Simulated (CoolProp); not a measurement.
Methanol along the isotherm 620 K: fugacity coefficient from the reference equation and from simpler models built on Tc = 513.4 K, pc = 8.216 MPa, ω = 0.565; each cubic takes its own stable root.

The numbers come from the reference Helmholtz-energy equation of state, de Reuck 1993 in CoolProp.

| p (MPa) | phase | reference | van der Waals | Redlich-Kwong | Soave-Redlich-Kwong |
|---|---|---|---|---|---|
| 3.42 | gas | [?] | 0.9235 | 0.9209 | [?] |
| 6.85 | gas | [?] | 0.8483 | 0.8457 | 0.8823 |
| 10.3 | supercritical | 0.8047 | 0.7738 | 0.7743 | 0.8292 |
| 13.7 | supercritical | 0.7489 | 0.7020 | 0.7090 | 0.7816 |
| 17.1 | supercritical | 0.6984 | 0.6378 | 0.6510 | 0.7393 |
| 20.5 | supercritical | 0.6521 | 0.5882 | 0.6027 | 0.7030 |
| 24 | supercritical | 0.6092 | 0.5508 | 0.5635 | 0.6719 |
| 27.4 | supercritical | 0.5732 | [?] | 0.5337 | [?] |
| 30.8 | supercritical | [?] | 0.5045 | 0.5102 | 0.6275 |
| 34.2 | supercritical | 0.5178 | 0.4900 | 0.4917 | 0.6117 |
| 37.7 | supercritical | 0.4962 | 0.4793 | [?] | 0.5989 |
| 41.1 | supercritical | 0.4786 | 0.4722 | 0.4652 | 0.5893 |

Question: Complete the blanks.

Answer: 
- 3.42, reference: 0.9320
- 3.42, Soave-Redlich-Kwong: 0.9393
- 6.85, reference: 0.8661
- 27.4, van der Waals: 0.5241
- 27.4, Soave-Redlich-Kwong: 0.6473
- 30.8, reference: 0.5431
- 37.7, Redlich-Kwong: 0.4767
